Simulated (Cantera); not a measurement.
A Cantera script and its output.

```python
import numpy as np
import cantera as ct

gas = ct.Solution("gri30.yaml")
gas.TPX = 1773, 1900000, {'CH4': 1, 'C2H6': 0.12, 'O2': 0.968, 'N2': 3.64, 'H2': 0.0083}
reactor = ct.IdealGasConstPressureReactor(gas, energy="on", clone=False)
net = ct.ReactorNet([reactor])
net.rtol, net.atol = 1e-08, 1e-16
show = ['CH4', 'C2H6', 'O2', 'C2H4', 'CH3']
times = np.geomspace(3e-06, 0.4, 13)

steps = ct.SolutionArray(gas, extra=["t"])
rows = []
print(f"{'t/s':>10s}{'T/K':>9s}{'P/Pa':>11s}" + "".join(f"{s:>11s}" for s in show))
for t in times:
    while net.time < t:
        t_next = net.step()
        steps.append(gas.state, t=t_next)
    rows.append([np.interp(t, steps.t, y) for y in (steps.T, steps.P, *steps(*show).X.T)])
    print(f"{t:10.3e}{rows[-1][0]:9.1f}{rows[-1][1]:11.4g}" + "".join(f"{x:11.3e}" for x in rows[-1][2:]))
rate = np.gradient(steps.T, steps.t)
print("integrator steps:", len(steps.t))
if steps.T.max() > steps.T[0] + 200:
    print(f"time of steepest temperature rise: {steps.t[rate.argmax()]:.4e} s")
gas.TPX = 1773, 1900000, {'CH4': 1, 'C2H6': 0.12, 'O2': 0.968, 'N2': 3.64, 'H2': 0.0083}
gas.equilibrate("HP")
print(f"equilibrium (HP): T = {gas.T:.1f} K  " + "  ".join(f"{s} {gas[s].X[0]:.3e}" for s in show))
```

Result:

```
       t/s      T/K       P/Pa        CH4       C2H6         O2       C2H4        CH3
 3.000e-06   1815.5    1.9e+06  1.562e-01  1.262e-02  1.534e-01  8.533e-03  2.826e-03
 8.020e-06   2600.7    1.9e+06  8.117e-03  1.216e-05  1.315e-03  2.867e-04  3.233e-03
 2.144e-05   2581.4    1.9e+06  2.727e-03  9.990e-07  9.491e-07  4.283e-05  8.596e-04
 5.733e-05   2563.8    1.9e+06  1.127e-03  1.483e-07  5.208e-07  8.849e-06  3.123e-04
 1.533e-04   2555.0    1.9e+06  6.585e-05  4.986e-10  4.146e-07  1.693e-07  1.738e-05
 4.097e-04   2554.7    1.9e+06  3.117e-08  4.692e-16  4.164e-07  3.928e-12  8.288e-09
 1.095e-03   2555.2    1.9e+06  2.414e-08  8.919e-17  4.187e-07  2.561e-13  6.435e-09
 2.929e-03   2555.4    1.9e+06  2.341e-08  8.446e-17  4.196e-07  2.473e-13  6.244e-09
 7.830e-03   2555.4    1.9e+06  2.334e-08  8.404e-17  4.197e-07  2.466e-13  6.227e-09
 2.093e-02   2555.4    1.9e+06  2.334e-08  8.404e-17  4.197e-07  2.466e-13  6.227e-09
 5.596e-02   2555.4    1.9e+06  2.334e-08  8.404e-17  4.197e-07  2.466e-13  6.227e-09
 1.496e-01   2555.4    1.9e+06  2.334e-08  8.404e-17  4.197e-07  2.466e-13  6.227e-09
 4.000e-01   2555.4    1.9e+06  2.334e-08  8.404e-17  4.197e-07  2.466e-13  6.227e-09
integrator steps: 1701
time of steepest temperature rise: 6.3349e-06 s
equilibrium (HP): T = 2555.4 K  CH4 2.617e-08  C2H6 1.025e-16  O2 4.197e-07  C2H4 2.756e-13  CH3 6.982e-09
```

Model: GRI-Mech 3.0 (53 species, 325 reactions), integrated in Cantera. The pressure lies above the range GRI-Mech 3.0 was tuned for (to about 10 atm).
